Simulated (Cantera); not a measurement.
A perfectly stirred reactor is fed with 23.3 % CH4, 76.7 % H2O, at 19000 Pa; it is held at 2050 K, and followed from long to short residence time.

Computed with Cantera and GRI-Mech 3.0 (53 species, 325 reactions).

Q: Predict: x(CH4) at τ = 7.10 s; x(H2O) at τ = 7.10 s; x(CO2) at τ = 7.10 s; x(O2) at τ = 7.10 s; x(H) at τ = 7.10 s; x(CH4) at τ = 39.0 ms; x(H2O) at τ = 39.0 ms; x(CO2) at τ = 39.0 ms; x(O2) at τ = 39.0 ms; x(H) at τ = 39.0 ms.

A: 
| Property | Result |
|---|---|
| x(CH4) at τ = 7.10 s | 8.38e-5 |
| x(H2O) at τ = 7.10 s | 0.344 |
| x(CO2) at τ = 7.10 s | 0.0202 |
| x(O2) at τ = 7.10 s | 3.83e-7 |
| x(H) at τ = 7.10 s | 0.00340 |
| x(CH4) at τ = 39.0 ms | 0.00899 |
| x(H2O) at τ = 39.0 ms | 0.387 |
| x(CO2) at τ = 39.0 ms | 0.0199 |
| x(O2) at τ = 39.0 ms | 3.61e-7 |
| x(H) at τ = 39.0 ms | 0.00284 |
